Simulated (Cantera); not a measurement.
An isothermal, constant-pressure homogeneous reactor starts with H₂ : O₂ = 0.13 : 1 (molar parts), at 1350 K and 0.0133 bar.

Cantera simulation using GRI-Mech 3.0 (53 species, 325 reactions); the numbers are that mechanism's predictions, not measurements. Radical loss at walls, strong at low pressure, is not modelled. The temperature is held fixed by assumption; the heat of reaction is taken as removed at once.

x: mole fraction; the columns are a selection and need not sum to one.

| t (s) | x H₂ | x O₂ | x HO₂ | x H₂O | x H | x OH | x O |
|---|---|---|---|---|---|---|---|
| 1.00e-6 | 0.115 | 0.885 | ? | <1e-12 | 1.14e-9 | 2.20e-11 | 2.21e-11 |
| 6.88e-6 | 0.115 | 0.885 | ? | 9.58e-11 | 7.13e-9 | 9.18e-10 | 9.49e-10 |
| 4.73e-5 | 0.115 | 0.885 | ? | 2.05e-8 | 4.37e-8 | 2.68e-8 | 3.17e-8 |
| 0.000325 | 0.115 | 0.885 | ? | 1.93e-5 | 9.00e-6 | 8.10e-6 | 1.06e-5 |
| 0.00224 | 0.00369 | 0.803 | 4.26e-6 | 0.0944 | 0.0243 | 0.0103 | 0.0638 |
| 0.0154 | 0.00259 | 0.829 | 4.16e-6 | 0.104 | 0.0132 | 0.00875 | 0.0419 |
| 0.106 | 0.000363 | 0.871 | ? | 0.119 | 0.000620 | 0.00335 | 0.00542 |
| 0.727 | 1.20e-5 | 0.877 | ? | 0.122 | 3.69e-6 | 0.000613 | 0.000178 |
| 5.00 | 7.41e-7 | 0.878 | ? | 0.122 | 5.69e-8 | 0.000153 | 1.10e-5 |

**Question.** Fill in the missing entries.

**Answer.** 
- 1.00e-6, x HO₂: 1.16e-9
- 6.88e-6, x HO₂: 7.98e-9
- 4.73e-5, x HO₂: 5.49e-8
- 0.000325, x HO₂: 3.91e-7
- 0.106, x HO₂: 2.07e-6
- 0.727, x HO₂: 1.83e-7
- 5.00, x HO₂: 4.86e-8
